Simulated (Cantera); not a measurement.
Input: 1 mol SiH2Cl2, 15 mol N2, equilibrated at 1673.15 K and 13.0 Pa.

Method: chemical equilibrium by Gibbs-energy minimisation in Cantera with the NASA 1993 tables (ideal gas, pure condensed phases). Candidate condensed phases: NH4Cl, Si, Si3N4; 28 gas species. The tables' values for SiCl, SiCl3, SiN are old estimates; treat these amounts as uncertain. Rates play no part.

Base state: N2 0.878, SiCl2 0.0456, H2 0.0455, HCl 0.0240, Si 0.00322, H 0.00213, Cl 0.000879, SiCl 0.000803 (mole fractions); condensed: Si(s).

Question: What changes in the equilibrium state with this change: temperature from 1673.15 K to 1575 K?

Answer: 
```
species      before     after
----------  -------  --------
N2            0.878     0.881
H2           0.0455    0.0459
SiCl2        0.0456    0.0459
Si          0.00322  0.000442
H           0.00213  0.000781
HCl          0.0240    0.0249
Si2         1.24e-5   9.39e-7
Si2N        4.11e-5   7.32e-6
Si(s), mol    0.148     0.206
```
The tables' values for SiCl, SiCl3 are old estimates; treat these amounts as uncertain.
